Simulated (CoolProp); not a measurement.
Computed with CoolProp (reference Helmholtz-energy equation of state, Lemmon 2013).

### Question
For propylene, give the phase and the cp (kJ/(kg K)), Prandtl number at 247.25 °C and 3.58 bar.

### Answer
- 247.25 °C and 3.58 bar: gas; cp 2.34, Prandtl number 0.744

Viscosity comes from a separate model (Huber 2003), an estimate that may be off by 10 % or more. Thermal conductivity comes from a separate model (Huber 2003), an estimate that may be off by 10 % or more.
